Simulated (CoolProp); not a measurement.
Vapour-liquid equilibrium of benzene (1) + octamethylcyclotetrasiloxane (D4) (2) at 147.95 °C; x and y are mole fractions of (1).

Values from CoolProp's multi-fluid Helmholtz-energy mixture model, Thol 2012 and Thol 2015; pair parameters Bell 2016.

```csv
x,"bubble pressure, mixture model (kPa)","bubble pressure, Raoult's law (kPa)","y, mixture model","y, Raoult's law"
0.05,65.07,72.67,0.302,0.384
0.15,106.5,123.8,0.610,0.677
0.25,152.7,174.9,0.755,0.798
0.35,200.9,226.1,0.835,0.865
0.45,250.2,277.2,0.885,0.907
0.55,300.5,328.3,0.920,0.935
0.65,352.5,379.5,0.945,0.957
0.75,407.6,430.6,0.966,0.973
0.85,466.5,481.8,0.982,0.985
0.95,528.2,532.9,0.995,0.996
```

The largest gap from Raoult's law is -14.0 % in bubble pressure, at x = 0.15. No azeotrope shows between x = 0.05 and 0.95.

The pair parameters rest on a limited set of measurements; away from them the model extrapolates.
